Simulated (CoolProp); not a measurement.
A Linde-Hampson liquefier for carbon monoxide: isothermal reversible compression at 200 K from 1 atm to 40 MPa, throttling to 1 atm, return gas leaving the recuperator 0 K below the feed. Each further row changes one setting.

Values from CoolProp's reference Helmholtz-energy equation of state, Lemmon 2006. It is a short technical equation, of lower accuracy than the large ones.

| case | liquid yield per pass | compression work (kJ/kg of gas) |
|---|---|---|
| as stated | 0.279 | 335 |
| high pressure 80 MPa | 0.213 | 402 |
| warm-end temperature 230 K | 0.209 | 399 |
| warm-end gap 5 K | 0.268 | 335 |
